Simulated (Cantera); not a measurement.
Charge: 1 mol SiCl4, 0.91 mol Cl2, 3.1 mol H2, at 1000 K and 10.0 mbar.

These are equilibrium values from Cantera (NASA tables, ideal gas, pure condensed phases), not measurements of a reactor. Candidate condensed phases: Si; 19 gas species. The tables' values for SiCl3 are old estimates; treat these amounts as uncertain. The numbers say what is thermodynamically allowed, not how fast it happens.

Base state: H2 0.435, HCl 0.365, SiCl4 0.197, SiHCl3 0.00166, SiCl3 0.000437, SiCl2 2.34e-5 (mole fractions); condensed: gas only.

Question: What changes in the equilibrium state with this change: SiCl4 replaced by SiH2Cl2?

Answer: 
```json
[
 {"species": "H2", "before": "0.435", "after": "0.775"},
 {"species": "SiCl4", "before": "0.197", "after": "0.156"},
 {"species": "HCl", "before": "0.365", "after": "0.0377"},
 {"species": "SiHCl3", "before": "0.00166", "after": "0.0227"},
 {"species": "SiH2Cl2", "before": "1.50e-6", "after": "0.000355"},
 {"species": "SiCl2", "before": "2.34e-5", "after": "0.00311"},
 {"species": "SiCl3", "before": "0.000437", "after": "0.00448"},
 {"species": "Si(s), mol", "before": "0", "after": "0.0496"}
]
```
